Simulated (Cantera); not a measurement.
**Thermodynamics of carbothermic reduction, feed Cu2O + CO + N2**

Input: 1 mol Cu2O, 5.6 mol CO, 12 mol N2, held at 5000 Pa.

Equilibrium computed with Cantera from the NASA thermochemical tables; the gas is ideal and each condensed phase is pure. Candidate condensed phases: C, Cu, CuO, Cu2O; 27 gas species. Rates play no part.

| T (°C) | log p N2 | log p CO | log p Cu | log p CO2 | log p O | log p NO | log p O2 | log p Cu2 | n Cu(l) |
|---|---|---|---|---|---|---|---|---|---|
| 1125 | -1.47 | -1.88 | -5.89 | -2.55 | -12.72 | -10.17 | <-13 | -9.60 | 2.00 |
| 1325 | -1.47 | -1.88 | -4.41 | -2.55 | -10.22 | -8.43 | -10.75 | -7.56 | 1.99 |
| 1525 | -1.47 | -1.89 | -3.28 | -2.55 | -8.28 | -7.09 | -8.72 | -6.00 | 1.81 |
| 1725 | -1.51 | -1.92 | -2.37 | -2.59 | -6.73 | -6.03 | -7.10 | -4.76 | 0.361 |
| 1925 | -1.51 | -1.93 | -2.29 | -2.60 | -5.47 | -5.16 | -5.78 | -5.07 | 0 |
| 2125 | -1.51 | -1.93 | -2.29 | -2.61 | -4.43 | -4.45 | -4.73 | -5.46 | 0 |
| 2325 | -1.52 | -1.91 | -2.30 | -2.70 | -3.64 | -3.94 | -4.01 | -5.80 | 0 |
log p: log10 of the partial pressure in bar; n: condensed amount in mol.

From 1125 °C to 1725 °C the condensed part is Cu(l). From 1925 °C to 2325 °C nothing is condensed. The main Cu-bearing gas is Cu throughout.
